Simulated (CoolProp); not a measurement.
Properties of R115 at several states.

Model: reference Helmholtz-energy equation of state, Lemmon 2016, in CoolProp.

| T (°C) | p (MPa) | phase | density (kg/m³) | cv (kJ/(kg K)) | expansivity (1/kK) | fugacity coefficient |
|---|---|---|---|---|---|---|
| 87.45 | 14 | supercritical | 1167 | 0.7835 | 3.389 | 0.2771 |
| 77.15 | 1.66 | gas | 112.2 | 0.7596 | 6.413 | 0.8237 |
| -4.35 | 0.0825 | gas | 5.825 | 0.6218 | 3.988 | 0.9794 |
| -66.15 | 0.321 | liquid | 1638 | 0.5954 | 2.001 | 0.07882 |
